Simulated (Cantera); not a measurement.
Thermodynamics of carbothermic reduction, feed Cu₂O + CH₄ + CO

Charge: 1 mol Cu₂O, a varied amount of CH₄, 0.13 mol CO, equilibrated at 1377 °C and 77.0 Pa.

Cantera equilibrium calculation (NASA polynomials, part measured and part estimated; ideal gas, pure solids and liquids). Candidate condensed phases: C, C₆H₆, C₇H₈, C₈H₁₈, Cu, CuO, Cu(OH)₂, Cu₂O, H₂O; 113 gas species. Kinetics and transport are ignored.

From 0.44 mol CH₄ to 0.85 mol CH₄ the condensed part is Cu(l). From 1.1 mol CH₄ to 2.9 mol CH₄ the condensed part is C(graphite) + Cu(l). The main Cu-bearing gas is Cu throughout. The share of Cu in condensed phases is highest at 0.44 mol CH₄ (91.4 %) and lowest at 2.9 mol CH₄ (59.0 %).

```json
[
 {"n(CH₄) (mol)": "0.44", "x H₂": "0.277", "x CO": "0.271", "x H₂O": "0.265", "x Cu": "0.105", "x CO₂": "0.0805", "x H": "0.00172", "n Cu(l)": "1.83", "n C(graphite)": "0"},
 {"n(CH₄) (mol)": "0.64", "x H₂": "0.428", "x CO": "0.307", "x H₂O": "0.128", "x Cu": "0.105", "x CO₂": "0.0286", "x H": "0.00214", "n Cu(l)": "1.76", "n C(graphite)": "0"},
 {"n(CH₄) (mol)": "0.85", "x H₂": "0.523", "x CO": "0.319", "x H₂O": "0.0420", "x Cu": "0.105", "x CO₂": "0.00796", "x H": "0.00237", "n Cu(l)": "1.68", "n C(graphite)": "0"},
 {"n(CH₄) (mol)": "1.1", "x H₂": "0.589", "x CO": "0.303", "x H₂O": "8.84e-8", "x Cu": "0.105", "x CO₂": "1.42e-8", "x H": "0.00251", "n Cu(l)": "1.61", "n C(graphite)": "0.0998"},
 {"n(CH₄) (mol)": "1.3", "x H₂": "0.621", "x CO": "0.271", "x H₂O": "8.33e-8", "x Cu": "0.105", "x CO₂": "1.13e-8", "x H": "0.00258", "n Cu(l)": "1.56", "n C(graphite)": "0.300"},
 {"n(CH₄) (mol)": "1.5", "x H₂": "0.647", "x CO": "0.244", "x H₂O": "7.84e-8", "x Cu": "0.105", "x CO₂": "9.21e-9", "x H": "0.00263", "n Cu(l)": "1.51", "n C(graphite)": "0.500"},
 {"n(CH₄) (mol)": "1.7", "x H₂": "0.669", "x CO": "0.223", "x H₂O": "7.38e-8", "x Cu": "0.105", "x CO₂": "7.65e-9", "x H": "0.00268", "n Cu(l)": "1.46", "n C(graphite)": "0.700"},
 {"n(CH₄) (mol)": "1.9", "x H₂": "0.687", "x CO": "0.205", "x H₂O": "6.97e-8", "x Cu": "0.105", "x CO₂": "6.46e-9", "x H": "0.00271", "n Cu(l)": "1.42", "n C(graphite)": "0.900"},
 {"n(CH₄) (mol)": "2.1", "x H₂": "0.702", "x CO": "0.189", "x H₂O": "6.59e-8", "x Cu": "0.105", "x CO₂": "5.53e-9", "x H": "0.00274", "n Cu(l)": "1.37", "n C(graphite)": "1.10"},
 {"n(CH₄) (mol)": "2.3", "x H₂": "0.716", "x CO": "0.176", "x H₂O": "6.24e-8", "x Cu": "0.105", "x CO₂": "4.78e-9", "x H": "0.00277", "n Cu(l)": "1.32", "n C(graphite)": "1.30"},
 {"n(CH₄) (mol)": "2.5", "x H₂": "0.727", "x CO": "0.165", "x H₂O": "5.93e-8", "x Cu": "0.105", "x CO₂": "4.18e-9", "x H": "0.00279", "n Cu(l)": "1.27", "n C(graphite)": "1.50"},
 {"n(CH₄) (mol)": "2.7", "x H₂": "0.737", "x CO": "0.155", "x H₂O": "5.64e-8", "x Cu": "0.105", "x CO₂": "3.68e-9", "x H": "0.00281", "n Cu(l)": "1.23", "n C(graphite)": "1.70"},
 {"n(CH₄) (mol)": "2.9", "x H₂": "0.746", "x CO": "0.146", "x H₂O": "5.38e-8", "x Cu": "0.105", "x CO₂": "3.27e-9", "x H": "0.00283", "n Cu(l)": "1.18", "n C(graphite)": "1.90"}
]
```
x: gas mole fraction; n: condensed amount in mol.
